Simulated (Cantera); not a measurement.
Cantera run:

```python
import numpy as np
import cantera as ct

gas_names = """
    Fe FeO Fe(OH)2 H HO2 H2 H2O H2O2 H2S H2SO4 O OH O2 O3 S SH SO SO2 SO3 S2 S2O S8
""".split()
cond_names = """
    Fe(a) Fe(c) Fe(d) Fe(L) FeO(s) FeO(L) Fe(OH)2(s) Fe(OH)3(s) FeS(a) FeS(b) FeS(c) FeS(L) FeSO4(s)
    FeS2(s) Fe2O3(s) Fe2S3O12(s) Fe3O4(s) H2O(s) H2O(L) H2SO4(L) S(cr1) S(cr2) S(L)
""".split()


# ... load() reads the species with a 1 bar reference pressure and builds the phases ...
atoms = {
    'FeS': {'Fe': 1, 'S': 1},
    'SO3': {'S': 1, 'O': 3},
    'H2O': {'H': 2, 'O': 1},
}
top_T = {'FeSO4(s)': 950, 'FeS2(s)': 1010, 'Fe2O3(s)': 1830, 'Fe2S3O12(s)': 1100, 'Fe3O4(s)': 1870}  # K; cautious upper limits of use, not melting points


# ... equilibrate(T, P, feed) seeds the gas with the atoms and calls Mixture.equilibrate('TP', solver="vcs", rtol=1e-11, max_steps=5000) ...
results = []
feed = {'FeS': 1, 'SO3': 0.064, 'H2O': 1.5}  # mol
P = 1300000  # Pa
for T in [1150, 1225, 1300, 1375, 1450, 1525, 1600]:
    mix = equilibrate(T, P, feed)
    results.append((T, P, feed, dict(zip(mix.species_names, mix.species_moles))))

top = {s: max(r[3][s] / sum(r[3][g] for g in gas_names) for r in results) for s in gas_names}
cols = sorted((s for s in top if top[s] > 1e-06), key=lambda s: -top[s])[:6]
seen = [c for c in cond_names if any(r[3].get(c, 0) > 1e-12 for r in results)]
print("log10 of partial pressures in bar; condensed amounts in mol")
print(f"{'T/K':>10s}" + "".join(f"{s[:9]:>10s}" for s in cols + seen))
for T, P, feed, n in results:
    ng = sum(n[g] for g in gas_names)
    print(f"{T:10.4g}" + "".join(f"{np.log10(max(n[s] / ng * P / 1e5, 1e-99)):10.3f}" for s in cols)
          + "".join(f"{n.get(c, 0):10.4g}" for c in seen))
```

It prints:

```
log10 of partial pressures in bar; condensed amounts in mol
       T/K       H2O       SO2        H2       H2S        S2       S2O    FeO(s)    FeS(c)    FeS(L)  Fe3O4(s)
      1150     1.077    -0.195    -1.262    -0.491    -1.496    -2.480         0    0.9384         0   0.02054
      1225     1.075    -0.195    -1.047    -0.472    -1.385    -2.408         0    0.9341         0   0.02198
      1300     1.072    -0.193    -0.858    -0.456    -1.286    -2.342         0    0.9291         0   0.02362
      1375     1.069    -0.188    -0.691    -0.442    -1.197    -2.281         0    0.9236         0   0.02547
      1450     1.061    -0.143    -0.551    -0.414    -1.064    -2.166   0.09559    0.9044         0         0
      1525     1.055    -0.134    -0.414    -0.387    -0.963    -2.093    0.1074         0    0.8926         0
      1600     1.048    -0.123    -0.294    -0.372    -0.881    -2.032    0.1189         0    0.8811         0
```

These are equilibrium values from Cantera (NASA tables, ideal gas, pure condensed phases), not measurements of a reactor. Metal and sulfide melt together well below either melting point, which pure phases cannot show. Mutual solubility and eutectic melting of coexisting phases are not modelled. The tables' stoichiometric FeO is somewhat more stable than real wüstite, so its field is too wide. FeO, FeS: taken at fixed stoichiometry. Gases not in the tables: S3 to S7.
